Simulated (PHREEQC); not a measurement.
1 kg of water holding 0.12 mol MgCl2 meets 20 L of dry gas (N2 0.69, O2 0.31 by moles) at fixed total pressure, at 5 atm; fugacities by Peng-Robinson. The gases take part in no redox reaction, some water evaporates into the gas, and hydrates or a liquid gas phase aren't modelled. No solid was allowed to form.

Computed with PHREEQC (ion-association model, phreeqc.dat).

| T (°C) | dissolved N2 (mol/kgw) | φ of N2 | p of N2 (atm) | dissolved O2 (mol/kgw) | φ of O2 |
|---|---|---|---|---|---|
| 10 | 0.00268 | 0.997 | 3.44 | 0.00241 | 0.994 |
| 20 | 0.00225 | 0.998 | 3.43 | 0.00196 | 0.995 |
| 30 | 0.00196 | 0.998 | 3.42 | 0.00166 | 0.996 |
| 40 | 0.00174 | 0.999 | 3.40 | 0.00144 | 0.996 |
| 50 | 0.00159 | 0.999 | 3.37 | 0.00129 | 0.996 |
| 60 | 0.00147 | 1.000 | 3.31 | 0.00117 | 0.997 |
| 70 | 0.00138 | 1.000 | 3.24 | 0.00108 | 0.997 |
| 80 | 0.00131 | 1.001 | 3.13 | 0.00101 | 0.997 |
| 90 | 0.00124 | 1.001 | 2.97 | 0.000938 | 0.997 |

Away from 25 °C the constants follow the database's enthalpies or fits; those with neither stay at their 25 °C values.
